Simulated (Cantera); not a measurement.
A closed system holds: 1 mol SiC, 0.16 mol N2O, 82 mol H2, equilibrated at 10.0 mbar.

Method: chemical equilibrium by Gibbs-energy minimisation in Cantera with the NASA 1993 tables (ideal gas, pure condensed phases). Candidate condensed phases: C, C6H6, C7H8, C8H18, H2O, Si, SiC, SiO2, Si2N2O, Si3N4; 151 gas species. Mutual solubility and eutectic melting of coexisting phases are not modelled. Kinetics and transport are ignored.

x: gas mole fraction; n: condensed amount in mol.

| T (°C) | x H2 | x CH4 | x N2 | x CO | x SiO | x H | x HCN | n C(graphite) | n SiC(s) | n Si2N2O(s) |
|---|---|---|---|---|---|---|---|---|---|---|
| 652 | 0.998 | 0.00226 | 7.36e-9 | 7.73e-9 | <1e-12 | 2.60e-9 | 1.21e-10 | 0.135 | 0.680 | 0.160 |
| 752 | 0.999 | … | … | … | … | … | … | … | 0.680 | 0.160 |
| 852 | 1.000 | 0.000288 | 2.01e-5 | 2.01e-5 | 4.80e-9 | 4.44e-7 | 1.38e-7 | 0.291 | 0.683 | 0.158 |
| 952 | 0.999 | 0.000131 | 0.000389 | 0.000390 | 1.85e-7 | 3.12e-6 | 1.93e-6 | 0.213 | 0.744 | 0.128 |
| 1052 | 0.997 | … | … | 0.00128 | … | … | … | 0 | 0.892 | … |
| 1152 | 0.997 | 3.79e-6 | 0.00141 | 0.00124 | 0.000170 | 6.81e-5 | 2.30e-6 | 0 | 0.898 | 0.0442 |
| 1252 | 0.996 | 1.05e-6 | 0.00194 | 0.000970 | 0.000973 | 0.000236 | 2.57e-6 | 0 | 0.920 | 0 |

### Question
Some entries are withheld; supply them.

### Answer

- 752, x CH4: 0.000734
- 752, x N2: 5.74e-7
- 752, x CO: 5.77e-7
- 752, x SiO: 6.00e-11
- 752, x H: 4.35e-8
- 752, x HCN: 5.81e-9
- 752, n C(graphite): 0.260
- 1052, x CH4: 2.78e-5
- 1052, x N2: 0.00129
- 1052, x SiO: 6.31e-6
- 1052, x H: 1.63e-5
- 1052, x HCN: 3.90e-6
- 1052, n Si2N2O(s): 0.0539
